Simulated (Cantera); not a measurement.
Input: 1 mol B₂O₃, 5.5 mol H₂, held at 6400 Pa.

These are equilibrium values from Cantera (NASA tables, ideal gas, pure condensed phases), not measurements of a reactor. Candidate condensed phases: B, B₂O₃, B₃O₃H₃, H₂O; 23 gas species. The numbers say what is thermodynamically allowed, not how fast it happens.

### Question
At 952 °C, list the 4 most abundant gas species with their mole fractions, and the condensed phases.

### Answer
H₂ 1.000, HBO 5.85e-5, H₂O 2.85e-5, HBO₂ 2.49e-5. Condensed: B₂O₃(l).
